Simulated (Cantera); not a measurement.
**Si + HCl + H2 (chlorosilane synthesis and conversion)**

A closed system holds: 1 mol Si, 0.94 mol HCl, 4.1 mol H2, at 1475 K and 29000 Pa.

Cantera equilibrium calculation (NASA polynomials, part measured and part estimated; ideal gas, pure solids and liquids). Candidate condensed phases: Si; 19 gas species. The tables' values for SiCl3 are old estimates; treat these amounts as uncertain. Equilibrium is a limit: real reactors are often held back by kinetics, nucleation or transport.

```yaml
x(H2): 0.866
x(HCl): 0.0926
x(SiCl2): 0.0312
x(SiCl3): 0.00491
x(SiCl4): 0.00263
x(SiHCl3): 0.00232
x(SiH2Cl2): 0.000323
x(H): 2.24e-5
x(SiH3Cl): 1.31e-5
n(Si(s)): 0.793 mol
gas_amount: 5.001 mol
```
